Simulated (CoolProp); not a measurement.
Vapour-liquid equilibrium of R114 (1) + R113 (2) at 324.5 K; x and y are mole fractions of (1).

Computed with CoolProp (multi-fluid Helmholtz-energy mixture model, Platzer 1990 and Marx 1992; pair parameters Bell 2016). This equation is an older, rougher fit; its heat capacities, sound speeds and derivatives of the liquid may be far off and weren't checked against measurements.

Give the bubble pressure and the first vapour's composition at x = 0.2, 0.35, 0.95. Is there an azeotrope?

x = 0.2: 1.820 bar, y = 0.482; x = 0.35: 2.337 bar, y = 0.665; x = 0.95: 4.448 bar, y = 0.984. No azeotrope shows between x = 0.05 and 0.95.

Pair parameters are fitted to limited data, so mixtures are less certain than the pure fluids.
